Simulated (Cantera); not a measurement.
## MgO + SiCl₄ + O₂ (oxide etching and cleaning by halides)

Input: 1 mol MgO, 0.53 mol SiCl₄, 0.27 mol O₂, equilibrated at 0.560 bar.

Equilibrium computed with Cantera from the NASA thermochemical tables; the gas is ideal and each condensed phase is pure. Candidate condensed phases: Mg, MgCl₂, MgO, MgSiO₃, Mg₂SiO₄, Si, SiO₂; 20 gas species. Mutual solubility and eutectic melting of coexisting phases are not modelled. The tables hold silica as quartz up to 1696 K and as liquid above; real silica turns to tridymite and cristobalite and melts near 1996 K. Condensed phases not in the tables: alloys, solid solutions and most ternary compounds. Rates play no part.

| T (K) | log p Cl₂ | log p MgCl₂ | log p Cl | log p O₂ | log p ClO | log p SiCl₄ | log p O | n MgCl₂(l) | n MgSiO₃(s) | n SiO₂(β-quartz) | n SiO₂(condensed) | n Mg₂SiO₄(s) |
|---|---|---|---|---|---|---|---|---|---|---|---|---|
| 1150 | -0.26 | -2.43 | -2.69 | -4.51 | -6.31 | -4.74 | -10.33 | 0.516 | 0.480 | 0.0500 | 0 | 0 |
| 1250 | -0.27 | -1.75 | -2.24 | -4.14 | -5.76 | -4.26 | -9.23 | 0.502 | 0.480 | 0.0500 | 0 | 0 |
| 1350 | -0.32 | -1.18 | -1.88 | -3.88 | -5.34 | -3.84 | -8.32 | 0.447 | 0.480 | 0.0498 | 0 | 0 |
| 1450 | -0.47 | -0.70 | -1.62 | -3.88 | -5.14 | -3.50 | -7.64 | 0.210 | 0.481 | 0.0490 | 0 | 0 |
| 1550 | -0.60 | -0.58 | -1.39 | -3.27 | -4.66 | -3.80 | -6.74 | 0 | 0.478 | 0.0512 | 0 | 0 |
| 1650 | -0.65 | -0.58 | -1.16 | -2.41 | -4.05 | -4.27 | -5.79 | 0 | 0.464 | 0.0658 | 0 | 0 |
| 1750 | -0.77 | -0.56 | -0.99 | -1.81 | -3.62 | -4.68 | -5.03 | 0 | 0.413 | 0 | 0.117 | 0 |
| 1850 | -0.98 | -0.53 | -0.89 | -1.49 | -3.40 | -5.04 | -4.46 | 0 | 0 | 0 | 0.365 | 0.165 |
log p: log10 of the partial pressure in bar; n: condensed amount in mol.

From 1150 K to 1450 K the condensed part is MgCl₂(l) + MgSiO₃(s) + SiO₂(β-quartz). From 1550 K to 1650 K the condensed part is MgSiO₃(s) + SiO₂(β-quartz). At 1750 K the condensed part is MgSiO₃(s) + SiO₂(condensed). At 1850 K the condensed part is Mg₂SiO₄(s) + SiO₂(condensed). The main Mg-bearing gas is MgCl₂ throughout. The share of Mg in condensed phases is highest at 1150 K (99.6 %) and lowest at 1850 K (33.0 %).
